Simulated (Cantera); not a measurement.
**Diamond growth**

A diamond (100) surface in a fixed gas of H2 with x(CH4) = 0.0022, x(CH3) = 0.00011, at 1248 K, 21.0 Torr; coverages are run to steady state.

Cantera simulation using the Harris–Goodwin 1993 mechanism for the reconstructed diamond (100) surface; the numbers are that mechanism's predictions, not measurements.

```csv
x(H),growth (µm/h),θ c6HH,θ c6H*,θ c6*H,θ c6**,θ c6HM
0.0001,0.0248,0.637,0.0281,0.329,0.00455,0.000181
0.0002,0.0660,0.551,0.0345,0.404,0.00938,0.000239
0.00041,0.138,0.488,0.0389,0.455,0.0163,0.000297
0.00083,0.231,0.450,0.0413,0.483,0.0236,0.000346
0.0017,0.342,0.428,0.0426,0.498,0.0298,0.000380
0.0034,0.481,0.417,0.0432,0.505,0.0338,0.000392
0.0069,0.692,0.411,0.0435,0.508,0.0362,0.000383
0.014,1.03,0.408,0.0437,0.510,0.0375,0.000351
0.028,1.51,0.407,0.0438,0.511,0.0382,0.000294
```
θ: site fractions in the mechanism's names (c6HH fully hydrogenated, c6H* and c6*H radical sites, c6** diradical, c6HM methylated).
